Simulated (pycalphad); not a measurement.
Source of the numbers: pycalphad with the COST 507 light-alloy database (1999); pressure 1 atm. These are 1990s assessments: newer ones move some temperatures and phases. Amounts are mole fractions of atoms.

### Question
Give the equilibrium state of Si-27.82Ti (at.%) at 1027 °C.

### Answer
```
T = 1300.00 K, P = 101325 Pa, N = 1 mol of atoms
G = -98327 J/mol, H = -22014 J/mol, S = 58.70 J/(mol K)  (SER reference)
chemical potentials (J/mol): Si -45678, Ti -234926
phase             fraction      x(Si)      x(Ti)
SI2TI               0.8346     0.6667     0.3333
DIAMOND_A4          0.1654     1.0000   7.47e-13
```

### Question
Give the equilibrium state of Si-27.82Ti (at.%) at 1427 °C.

### Answer
liquid, fraction 0.677, with 25.2 Ti at.%; SI2TI, fraction 0.323, with 33.3 Ti at.%.

Database names, with the compositions (at.%) that they take in these runs: SI2TI: Si 67 Ti 33. DIAMOND_A4 is diamond (Si).
